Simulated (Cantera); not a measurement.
Input: 1 mol Si, 0.36 mol O2, 19 mol H2, 0.036 mol H2O, at 0.000390 bar.

Cantera equilibrium calculation (NASA polynomials, part measured and part estimated; ideal gas, pure solids and liquids). Candidate condensed phases: H2O, Si, SiO2; 18 gas species. Mutual solubility and eutectic melting of coexisting phases are not modelled. The tables hold silica as quartz up to 1696 K and as liquid above; real silica turns to tridymite and cristobalite and melts near 1996 K. Gases not in the tables: Si2H6 and higher silanes. Rates play no part.

**Question.** What share of the Si ends up in condensed phases as a function of T (°C), at 725, 825, 925, 1025, 1125, 1225, 1325, 1425, 1525?

**Answer.** 
```
T (°C)  Si condensed (%)                      as
------  ----------------  ----------------------
725                100.0  Si(s) + SiO2(β-quartz)
825                 99.9  Si(s) + SiO2(β-quartz)
925                 97.5  Si(s) + SiO2(β-quartz)
1025                63.9  Si(s) + SiO2(β-quartz)
1125                24.4                   Si(s)
1225                24.3                   Si(s)
1325                23.9                   Si(s)
1425                20.9                   Si(l)
1525                 7.8                   Si(l)
```
